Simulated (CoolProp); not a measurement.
The fluoroketone C6F12O (FK-5-1-12) along the isobar 14.4 bar: density (kg/m³) from the reference equation and from simpler models built on Tc = 441.8 K, pc = 18.69 bar, ω = 0.471; each cubic takes its own stable root.

The numbers come from the reference Helmholtz-energy equation of state, McLinden 2015 in CoolProp.

```tsv
T (K)	phase	reference
256.1	liquid	1727
278.3	liquid	1666
300.4	liquid	1602
322.6	liquid	1534
344.8	liquid	1461
367	liquid	1379
389.1	liquid	1284
411.3	liquid	1160
433.5	gas	213.4
455.7	gas	169.4
477.8	gas	147.9
500	gas	133.5
```

Problem. How far does each simpler model (van der Waals, Peng-Robinson) lie from the reference over these 12 states: mean and median of the absolute difference, and the worst?

Solution. 
- van der Waals: mean 28.5 %, median 40.2 %, worst -42.2 % at 411.3 K and 14.4 bar
- Peng-Robinson: mean 2.5 %, median 2.4 %, worst -4.3 % at 411.3 K and 14.4 bar
